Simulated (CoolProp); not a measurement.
Nitrogen along the isobar 3.79 MPa: fugacity coefficient from the reference equation and from simpler models built on Tc = -147.0 °C, pc = 3.396 MPa, ω = 0.037; each cubic takes its own stable root.

Model: reference Helmholtz-energy equation of state, Span 2000, in CoolProp.

```csv
T (°C),phase,reference
-183.95,liquid,0.09594
-146.85,supercritical,0.6155
-109.75,supercritical,0.8438
-72.65,supercritical,0.9245
-35.55,supercritical,0.9641
1.55,supercritical,0.9856
38.65,supercritical,0.9980
75.65,supercritical,1.005
112.75,supercritical,1.010
149.85,supercritical,1.013
```

**Question.** How far does each simpler model (van der Waals, Redlich-Kwong, Soave-Redlich-Kwong, Peng-Robinson) lie from the reference over these 10 states: mean and median of the absolute difference, and the worst?

**Answer.** 
- van der Waals: mean 12.9 %, median 1.8 %, worst +110.9 % at -183.95 °C and 3.79 MPa
- Redlich-Kwong: mean 0.9 %, median 0.7 %, worst -3.5 % at -183.95 °C and 3.79 MPa
- Soave-Redlich-Kwong: mean 0.4 %, median 0.4 %, worst +0.5 % at 1.55 °C and 3.79 MPa
- Peng-Robinson: mean 1.5 %, median 1.2 %, worst -3.7 % at -146.85 °C and 3.79 MPa
